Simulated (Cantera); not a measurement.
Charge: 1 mol CF4, 0.81 mol CH4, 14 mol H2, at 750 Torr.

Equilibrium computed with Cantera from the NASA thermochemical tables; the gas is ideal and each condensed phase is pure. Candidate condensed phases: C, C6H6, C7H8, C8H18; 95 gas species. Rates play no part.

log p: log10 of the partial pressure in bar; n: condensed amount in mol.

```json
[
 {"T (°C)": "2175", "log p H2": "-0.12", "log p HF": "-0.65", "log p H": "-1.76", "log p C2H2 (acetylene)": "-2.19", "log p C2H": "-5.02", "n C(graphite)": "1.57"},
 {"T (°C)": "2225", "log p H2": "-0.13", "log p HF": "-0.65", "log p H": "(withheld)", "log p C2H2 (acetylene)": "(withheld)", "log p C2H": "(withheld)", "n C(graphite)": "1.52"},
 {"T (°C)": "2275", "log p H2": "-0.13", "log p HF": "-0.65", "log p H": "-1.58", "log p C2H2 (acetylene)": "-2.01", "log p C2H": "-4.56", "n C(graphite)": "1.45"},
 {"T (°C)": "2325", "log p H2": "-0.14", "log p HF": "-0.65", "log p H": "-1.49", "log p C2H2 (acetylene)": "-1.93", "log p C2H": "-4.34", "n C(graphite)": "1.38"},
 {"T (°C)": "2375", "log p H2": "-0.14", "log p HF": "-0.65", "log p H": "(withheld)", "log p C2H2 (acetylene)": "(withheld)", "log p C2H": "(withheld)", "n C(graphite)": "1.29"},
 {"T (°C)": "2425", "log p H2": "-0.15", "log p HF": "-0.65", "log p H": "-1.32", "log p C2H2 (acetylene)": "-1.78", "log p C2H": "-3.93", "n C(graphite)": "1.19"},
 {"T (°C)": "2475", "log p H2": "-0.15", "log p HF": "-0.66", "log p H": "-1.24", "log p C2H2 (acetylene)": "-1.71", "log p C2H": "-3.74", "n C(graphite)": "1.07"},
 {"T (°C)": "2525", "log p H2": "-0.16", "log p HF": "-0.66", "log p H": "-1.17", "log p C2H2 (acetylene)": "-1.64", "log p C2H": "-3.55", "n C(graphite)": "0.936"},
 {"T (°C)": "2575", "log p H2": "-0.17", "log p HF": "-0.66", "log p H": "-1.10", "log p C2H2 (acetylene)": "-1.58", "log p C2H": "-3.37", "n C(graphite)": "0.785"},
 {"T (°C)": "2625", "log p H2": "-0.18", "log p HF": "-0.67", "log p H": "-1.03", "log p C2H2 (acetylene)": "-1.52", "log p C2H": "-3.20", "n C(graphite)": "0.614"},
 {"T (°C)": "2675", "log p H2": "-0.19", "log p HF": "-0.67", "log p H": "-0.97", "log p C2H2 (acetylene)": "-1.47", "log p C2H": "-3.04", "n C(graphite)": "0.422"},
 {"T (°C)": "2725", "log p H2": "-0.21", "log p HF": "-0.67", "log p H": "-0.91", "log p C2H2 (acetylene)": "-1.41", "log p C2H": "-2.88", "n C(graphite)": "0.206"}
]
```

Q: Fill in the missing entries.

A: 
- 2225, log p H: -1.67
- 2225, log p C2H2 (acetylene): -2.10
- 2225, log p C2H: -4.78
- 2375, log p H: -1.40
- 2375, log p C2H2 (acetylene): -1.85
- 2375, log p C2H: -4.13
